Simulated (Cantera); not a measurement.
**Silicon etching in halogen gases: Si + HBr + H2**

A closed system holds: 1 mol Si, a varied amount of HBr, 0.63 mol H2, at 598.15 K and 18.0 mbar.

Equilibrium computed with Cantera from the NASA thermochemical tables; the gas is ideal and each condensed phase is pure. Candidate condensed phases: Br2, Si; 19 gas species. The numbers say what is thermodynamically allowed, not how fast it happens.

```
n(HBr) (mol)   x H2     x HBr  x SiBr4  x SiHBr3  x SiH2Br2  x SiH3Br  n Si(s)
------------  -----  --------  -------  --------  ---------  --------  -------
2.6           0.746  0.000346    0.247   0.00708    9.32e-5   4.36e-7    0.346
3.3           0.732  0.000347    0.261   0.00730    9.40e-5   4.29e-7    0.169
4.1           0.705    0.0269    0.268   9.34e-5    1.50e-8    <1e-12        0
5.2           0.545     0.248    0.207   6.03e-6   8.09e-11    <1e-12        0
6.6           0.422     0.417    0.161   2.16e-6   1.34e-11    <1e-12        0
8.3           0.332     0.542    0.126   1.03e-6   3.84e-12    <1e-12        0
10            0.273     0.623    0.104   6.05e-7   1.62e-12    <1e-12        0
13            0.208     0.713   0.0792   3.08e-7     <1e-12    <1e-12        0
```
x: gas mole fraction; n: condensed amount in mol.

From 2.6 mol HBr to 3.3 mol HBr the condensed part is Si(s). From 4.1 mol HBr to 13 mol HBr nothing is condensed. The main Si-bearing gas is SiBr4 throughout.
